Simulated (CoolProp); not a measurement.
Vapour pressure (kPa) of water: the reference equation beside estimates from Tc = 647.1 K, pc = 22060 kPa, ω = 0.344. Clausius-Clapeyron is anchored at 488.8 K with a constant enthalpy of vaporisation of 33.80 kJ/mol.

Values from CoolProp's reference Helmholtz-energy equation of state, Wagner 2002.

```tsv
T (K)	reference	Lee-Kesler	Clausius-Clapeyron	Peng-Robinson
404.8	283.9	270.4	379.7	…
421.6	456.7	444.3	566.6	449.6
438.4	705.3	697.6	819.8	699.9
455.2	1051	1053	1154	…
472	1518	1533	1586	1523
488.8	2133	2167	2133	…
505.6	…	2980	2812	2954
522.4	3926	4004	3641	3974
539.2	5171	…	4640	5242
556	6697	6811	5827	6796
572.8	8546	8669	…	…
589.6	10760	10890	8839	10920
606.4	13410	…	10700	13580
```

Task: Fill in the missing entries.

Result: 
- 404.8, Peng-Robinson: 276.7
- 455.2, Peng-Robinson: 1049
- 488.8, Peng-Robinson: 2148
- 505.6, reference: 2925
- 539.2, Lee-Kesler: 5269
- 572.8, Clausius-Clapeyron: 7221
- 572.8, Peng-Robinson: 8675
- 606.4, Lee-Kesler: 13520

Absolute difference from the reference over all 13 rows, mean and median: Lee-Kesler 1.7 and 1.6 %, Clausius-Clapeyron 13.6 and 13.0 %, Peng-Robinson 1.2 and 1.3 %.
